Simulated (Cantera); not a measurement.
Input: 1 mol Fe2O3, 6.7 mol C, 2.3 mol CO, equilibrated at 2175 K and 1.33 mbar.

Cantera equilibrium calculation (NASA polynomials, part measured and part estimated; ideal gas, pure solids and liquids). Candidate condensed phases: C, Fe, Fe(CO)5, FeO, Fe2O3, Fe3O4; 15 gas species. Rates play no part.

Base state: CO 0.726, Fe 0.274 (mole fractions); condensed: C(graphite).

Task: What changes in the equilibrium state with this change: 0.0069 mol CH4 added?

Result: 
```csv
species,before,after
CO,0.726,0.724
Fe,0.274,0.273
H,0,0.00285
H2,0,0.000456
"C(graphite), mol",3.70,3.71
```
Further candidate phases: C6H6, C7H8, C8H18, Fe(OH)2, Fe(OH)3, H2O.
